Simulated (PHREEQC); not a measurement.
Dissolve 0.57 mol/kgw CuCl2 and 0.016 mol/kgw HCl at 25 °C. Closed to the air; pH follows from the charge balance.

All values are PHREEQC results (ion-association model, wateq4f.dat), not measurements.

This is a speciation only: nothing precipitates in the calculation.

Question: Order these Cu species by the share of Cu that they hold, largest first: Cu+2, CuCl2, CuCl+.

Answer: Cu+2 (65 %), CuCl+ (31 %), CuCl2 (4.0 %)

Question: Order these Cl species by the share of Cl that they hold, largest first: CuCl+, CuCl2, Cl-.

Answer: Cl- (81 %), CuCl+ (15 %), CuCl2 (3.9 %)

The pH is 1.93 and the ionic strength 1.30 mol/kgw. The ionic strength is past about 0.7 mol/kgw, beyond the range of this activity model, so the values are rough. Species that the database lacks are ignored.
